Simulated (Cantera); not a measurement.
Feed: 1 mol SiO2, 0.01 mol H2, equilibrated at 203 Torr.

Cantera equilibrium calculation (NASA polynomials, part measured and part estimated; ideal gas, pure solids and liquids). Candidate condensed phases: H2O, Si, SiO2; 18 gas species. The tables hold silica as quartz up to 1696 K and as liquid above; real silica turns to tridymite and cristobalite and melts near 1996 K. Gases not in the tables: Si(OH)4. Kinetics and transport are ignored.

### Question
Which condensed phases are stable at each of these points (T (°C)): 1525, 1625, 1725, 1825, 1925, 2025, 2125, 2225?

### Answer
```
T (°C)  condensed phases  Si condensed (%)
------  ----------------  ----------------
1525     SiO2(condensed)             100.0
1625     SiO2(condensed)             100.0
1725             SiO2(l)             100.0
1825             SiO2(l)             100.0
1925             SiO2(l)              99.9
2025             SiO2(l)              99.9
2125             SiO2(l)              99.8
2225             SiO2(l)              99.7
```

From 1525 °C to 1625 °C the condensed part is SiO2(condensed). From 1725 °C to 2225 °C the condensed part is SiO2(l).
